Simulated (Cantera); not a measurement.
What does this Cantera script print?

```python
import numpy as np
import cantera as ct

gas = ct.Solution("gri30.yaml")
gas.TPX = 1648, 21000, {'NO': 1, 'N2': 0.1}
reactor = ct.IdealGasConstPressureReactor(gas, energy="off", clone=False)
net = ct.ReactorNet([reactor])
net.rtol, net.atol = 1e-08, 1e-18
show = ['NO', 'O2', 'O', 'N2', 'N2O', 'NO2']
times = np.geomspace(0.0002, 20, 11)

steps = ct.SolutionArray(gas, extra=["t"])
rows = []
print(f"{'t/s':>10s}{'T/K':>9s}{'P/Pa':>11s}" + "".join(f"{s:>11s}" for s in show))
for t in times:
    while net.time < t:
        t_next = net.step()
        steps.append(gas.state, t=t_next)
    rows.append([np.interp(t, steps.t, y) for y in (steps.T, steps.P, *steps(*show).X.T)])
    print(f"{t:10.3e}{rows[-1][0]:9.1f}{rows[-1][1]:11.4g}" + "".join(f"{x:11.3e}" for x in rows[-1][2:]))
rate = np.gradient(steps.T, steps.t)
print("integrator steps:", len(steps.t))
if steps.T.max() > steps.T[0] + 200:
    print(f"time of steepest temperature rise: {steps.t[rate.argmax()]:.4e} s")
gas.TPX = 1648, 21000, {'NO': 1, 'N2': 0.1}
gas.equilibrate("TP")
print(f"equilibrium (TP): T = {gas.T:.1f} K  " + "  ".join(f"{s} {gas[s].X[0]:.3e}" for s in show))
```

Result:

```
       t/s      T/K       P/Pa         NO         O2          O         N2        N2O        NO2
 2.000e-04   1648.0    2.1e+04  9.091e-01  4.856e-09  1.016e-06  9.091e-02  1.809e-06  8.027e-07
 6.325e-04   1648.0    2.1e+04  9.091e-01  3.487e-08  1.424e-06  9.091e-02  5.683e-06  4.347e-06
 2.000e-03   1648.0    2.1e+04  9.091e-01  2.622e-07  1.689e-06  9.091e-02  1.761e-05  1.667e-05
 6.325e-03   1648.0    2.1e+04  9.090e-01  2.747e-06  2.412e-06  9.092e-02  5.224e-05  5.542e-05
 2.000e-02   1648.0    2.1e+04  9.087e-01  3.700e-05  4.008e-06  9.097e-02  1.362e-04  1.524e-04
 6.325e-02   1648.0    2.1e+04  9.079e-01  3.318e-04  5.416e-06  9.126e-02  2.545e-04  2.386e-04
 2.000e-01   1648.0    2.1e+04  9.054e-01  1.550e-03  6.032e-06  9.248e-02  2.949e-04  2.704e-04
 6.325e-01   1648.0    2.1e+04  8.975e-01  5.454e-03  7.032e-06  9.641e-02  2.893e-04  3.263e-04
 2.000e+00   1648.0    2.1e+04  8.733e-01  1.745e-02  9.404e-06  1.085e-01  2.715e-04  4.524e-04
 6.325e+00   1648.0    2.1e+04  8.040e-01  5.197e-02  1.404e-05  1.431e-01  2.261e-04  6.609e-04
 2.000e+01   1648.0    2.1e+04  6.386e-01  1.345e-01  2.123e-05  2.259e-01  1.389e-04  8.283e-04
integrator steps: 866
equilibrium (TP): T = 1648.0 K  NO 2.899e-03  O2 4.531e-01  O 3.742e-05  N2 5.440e-01  N2O 6.517e-08  NO2 6.920e-06
```

Computed with Cantera and GRI-Mech 3.0 (53 species, 325 reactions).
